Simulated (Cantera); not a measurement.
Pyrogenic steam for wet oxidation

An isothermal, constant-pressure homogeneous reactor starts with 40.3 % H2, 16.1 % O2, 43.5 % N2, equivalence ratio 1.2, at 1123 K and 1.00 bar.

Computed with Cantera and GRI-Mech 3.0 (53 species, 325 reactions). The temperature is held fixed by assumption; the heat of reaction is taken as removed at once.

```tsv
t (s)	x H2	x O2	x N2O	x OH	x H2O2
3.00e-6	0.403	0.161	<1e-12	1.43e-10	5.58e-12
9.22e-6	0.403	0.161	<1e-12	1.20e-9	7.01e-11
2.83e-5	0.403	0.161	<1e-12	1.43e-7	6.29e-9
8.70e-5	0.127	0.0247	1.57e-8	0.00193	4.55e-6
0.000267	0.0938	9.63e-5	6.43e-9	9.97e-5	1.01e-7
0.000821	0.0955	2.79e-6	2.39e-9	2.53e-5	2.39e-8
0.00252	0.0960	1.66e-7	1.36e-9	7.67e-6	6.25e-9
0.00775	0.0961	1.56e-8	2.08e-9	2.42e-6	1.39e-9
0.0238	0.0961	1.89e-9	4.33e-9	7.66e-7	2.28e-10
0.0731	0.0961	2.36e-10	6.29e-9	2.45e-7	2.91e-11
0.225	0.0962	2.77e-11	5.33e-9	8.22e-8	3.54e-12
0.690	0.0962	3.05e-12	2.75e-9	2.88e-8	<1e-12
2.12	0.0962	<1e-12	9.25e-10	1.00e-8	<1e-12
6.51	0.0962	<1e-12	1.68e-10	3.37e-9	<1e-12
20.0	0.0962	<1e-12	6.73e-12	1.12e-9	<1e-12
```
x: mole fraction; the columns are a selection and need not sum to one.

Equilibrium at this temperature and pressure: H2 0.0961, O2 <1e-12, N2O <1e-12, OH 2.74e-10, H2O2 <1e-12 (gas phase only).
